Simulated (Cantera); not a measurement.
A closed system holds: 1 mol Si3N4, 0.16 mol O2, 130 mol N2, held at 0.00248 Torr.

Cantera equilibrium calculation (NASA polynomials, part measured and part estimated; ideal gas, pure solids and liquids). Candidate condensed phases: Si, SiO2, Si2N2O, Si3N4; 16 gas species. The tables' values for SiN are old estimates; treat these amounts as uncertain. Kinetics and transport are ignored. All values below are at 1277 °C.

Base state: N2 0.987, Si 0.0101, SiO 0.00239, Si2N 3.02e-5, SiN 1.90e-5, Si2 1.82e-5 (mole fractions); condensed: Si(s).

Question: What changes in the equilibrium state with this change: pressure from 0.00248 Torr to 0.255 Torr?

Answer: 
| species | before | after |
|---|---|---|
| N2 | 0.987 | 0.997 |
| SiO | 0.00239 | 0.00245 |
| Si | 0.0101 | 4.96e-5 |
| Si2 | 1.82e-5 | 4.55e-8 |
| Si2N | 3.02e-5 | 7.72e-7 |
| SiN | 1.90e-5 | 9.55e-7 |
| Si(s), mol | 1.32 | 0 |
| Si3N4(s), mol | 0 | 0.891 |
